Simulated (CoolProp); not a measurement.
Vapour-liquid equilibrium of propane (1) + R113 (2) at 0.487 MPa; x and y are mole fractions of (1).

Computed with CoolProp (multi-fluid Helmholtz-energy mixture model, Lemmon 2009 and Marx 1992; pair parameters Bell 2016).

```
x      bubble temperature (K)  y at the bubble point  dew temperature at overall composition x (K)  liquid density (mol/L)
-----  ----------------------  ---------------------  --------------------------------------------  ----------------------
0.05                    363.0                  0.304                                         375.6                   7.547
0.125                   343.6                  0.598                                         372.1                   7.987
0.2                     328.5                  0.756                                         368.5                   8.382
0.275                   317.1                  0.843                                         364.5                       …
0.35                    308.3                  0.893                                             …                   9.072
0.425                       …                  0.924                                         355.8                   9.392
0.5                     296.1                  0.944                                         350.9                   9.705
0.575                   291.6                  0.959                                         345.4                   10.02
0.65                    287.7                  0.969                                         339.2                   10.33
0.725                   284.4                  0.978                                         331.9                   10.66
0.8                     281.3                      …                                         323.1                   10.99
0.875                   278.5                  0.991                                         311.7                   11.34
0.95                        …                  0.997                                         294.3                   11.71
```

Task: Complete the blanks.

Result: 
- 0.275, liquid density (mol/L): 8.739
- 0.35, dew temperature at overall composition x (K): 360.4
- 0.425, bubble temperature (K): 301.5
- 0.8, y at the bubble point: 0.985
- 0.95, bubble temperature (K): 275.8

No azeotrope shows between x = 0.05 and 0.95.

Pair parameters are fitted to limited data, so mixtures are less certain than the pure fluids. The gap from Raoult's law changes sign with composition, which may be real or a fault of the pair parameters; it wasn't checked against measurements.
